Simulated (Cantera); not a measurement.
An adiabatic, constant-pressure homogeneous reactor starts with H2 : O2 : N2 = 1 : 0.893 : 9.9 (molar parts), equivalence ratio 0.56, at 1648 K and 10.0 bar.

Cantera simulation using GRI-Mech 3.0 (53 species, 325 reactions); the numbers are that mechanism's predictions, not measurements. The hydrogen kinetics of GRI-Mech 3.0 are dated; newer H2 mechanisms differ, most at raised pressure.

One state of this run: T (K) = 2230; x H2 = 0.000207; x O2 = 0.0337; x NO = 0.00115; x H2O = 0.0873; x N2O = 1.03e-6; x H2O2 = 1.87e-7; x OH = 0.00187. x: mole fraction; the columns are a selection and need not sum to one.

Problem. Which value of t (s) does it belong to?
(A) 2.00e-6
(B) 0.0126
(C) 5.97e-6
(D) 1.78e-5

Solution. B, 0.0126
